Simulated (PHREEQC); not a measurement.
Make-up at 25 °C: 0.0061 mol CaCl2, 0.0053 mol NaF and 0.051 mol KCl per kg of water. Closed to the air; pH follows from the charge balance.

Model: ion-association model, wateq4f.dat, run in PHREEQC.

Task: The ionic strength comes out as 0.0744 mol/kgw. What activity coefficients do Na+, Cl-, Ca+2, K+, CaF+ get?

Result: Na+ 0.80, Cl- 0.79, Ca+2 0.42, K+ 0.79, CaF+ 0.81.

This is a speciation only: nothing precipitates in the calculation. Saturation is exceeded, for instance for Fluorite; the values hold only as long as no solid forms.
